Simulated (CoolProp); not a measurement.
A single-stage vapour-compression cycle with R1336mzz(Z): evaporating at 316.15 K (dew point), condensing at 362.15 K (bubble point), superheat 0 K, subcooling 5 K, compressor efficiency 0.75, no pressure losses. Each further row changes one setting.

Model: reference Helmholtz-energy equation of state, McLinden 2020, in CoolProp.

```tsv
case	cooling COP	pressure ratio	discharge temperature (K)	refrigerating effect (kJ/kg)	volumetric capacity (kJ/m³)
as stated	4.10	3.81	362.1	106	1010
evaporating temperature 321.15 K	___	3.23	362.1	___	1230
condensing temperature 357.15 K	4.78	___	357.1	113	1070
subcooling 10 K	___	3.81	362.1	113	1070
superheat 10 K	___	3.81	___	___	1050
compressor efficiency 0.65	___	3.81	362.1	106	1010
```

Task: Fill in the missing entries.

Result: 
- evaporating temperature 321.15 K, cooling COP: 4.82
- evaporating temperature 321.15 K, refrigerating effect (kJ/kg): 110
- condensing temperature 357.15 K, pressure ratio: 3.36
- subcooling 10 K, cooling COP: 4.36
- superheat 10 K, cooling COP: 4.20
- superheat 10 K, discharge temperature (K): 364.0
- superheat 10 K, refrigerating effect (kJ/kg): 116
- compressor efficiency 0.65, cooling COP: 3.55

The compression ends wet for: as stated; evaporating temperature 321.15 K; condensing temperature 357.15 K; subcooling 10 K; compressor efficiency 0.65.
